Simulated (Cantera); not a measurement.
Thermodynamics of chemical vapour transport, feed MgO + Cl2 + O2

Feed: 1 mol MgO, 0.3 mol Cl2, 0.01 mol O2, held at 1700 K and 0.550 bar.

Equilibrium computed with Cantera from the NASA thermochemical tables; the gas is ideal and each condensed phase is pure. Candidate condensed phases: Mg, MgCl2, MgO; 11 gas species. Rates play no part.

```
Quantity                               Value
--------------------------------  ----------
x(MgCl2)                               0.479
x(O2)                                  0.262
x(Cl2)                                 0.156
x(Cl)                                  0.102
x(ClO)                              0.000761
x(O)                                 3.09e-5
n(MgO(s))                          0.791 mol
gas amount                        0.4370 mol
log10 activity of Mg(l) (absent)      -12.25
```
